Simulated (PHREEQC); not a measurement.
Synthetic water in mg/kgw, 20 °C, pH 6.12, pe 9.5:

```
constituent           mg/kgw
------------------  --------
Na                     0.267
K                    0.00309
Ca                    0.0529
Mg                  0.000251
Cl                     0.225
S(6) as SO4            0.135
Alkalinity as HCO3     0.293
Si as SiO2           0.00849
Li                  0.000188
```

Valence states are taken as typed.

Model: ion-association model, wateq4f.dat, run in PHREEQC.

Each row changes one thing in this solution. No solid was allowed to form.

| case | CO2 (mol/kgw) | HCO3- (mol/kgw) | CaSO4 (mol/kgw) | CO3-2 (mol/kgw) | HSO4- (mol/kgw) | CaHCO3+ (mol/kgw) | SI of Quartz (SiO2) |
|---|---|---|---|---|---|---|---|
| as made | 1.01e-5 | 5.55e-6 | 3.39e-10 | 3.13e-10 | 9.18e-11 | 8.42e-11 | -2.79 |
| pH from 6.12 to 6.42 at the same alkalinity | 4.71e-6 | 5.16e-6 | 3.39e-10 | 5.80e-10 | 4.60e-11 | 7.83e-11 | -2.79 |
| Si from 0.00849 to 0.017 mg/kgw | 1.01e-5 | 5.55e-6 | 3.39e-10 | 3.13e-10 | 9.18e-11 | 8.42e-11 | -2.49 |
| all concentrations times 3 at the same typed pH | 2.75e-5 | 1.52e-5 | 2.97e-9 | 8.63e-10 | [?] | 6.81e-10 | -2.32 |
| pH from 6.12 to 6.62 at the same alkalinity | 2.88e-6 | [?] | 3.39e-10 | 8.93e-10 | 2.90e-11 | 7.60e-11 | -2.79 |

Q: Some entries are withheld; supply them.

A: 
- all concentrations times 3 at the same typed pH, HSO4- (mol/kgw): 2.72e-10
- pH from 6.12 to 6.62 at the same alkalinity, HCO3- (mol/kgw): 5.01e-6
